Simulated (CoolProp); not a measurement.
Properties of R245ca at several states (Tc = 447.6 K, pc = 3.941 MPa, ω = 0.355).

Model: reference Helmholtz-energy equation of state, Zhou 2016, in CoolProp.

```csv
T (K),p (MPa),phase,cv (kJ/(kg K)),Joule-Thomson coefficient (K/MPa)
232.6,10,liquid,(withheld),(withheld)
415.6,2.08,gas,(withheld),(withheld)
386.4,0.453,gas,(withheld),13.04
```

### Question
Complete the blanks.

### Answer

- 232.6, cv (kJ/(kg K)): 0.9473
- 232.6, Joule-Thomson coefficient (K/MPa): -0.3308
- 415.6, cv (kJ/(kg K)): 1.142
- 415.6, Joule-Thomson coefficient (K/MPa): 16.52
- 386.4, cv (kJ/(kg K)): 1.020
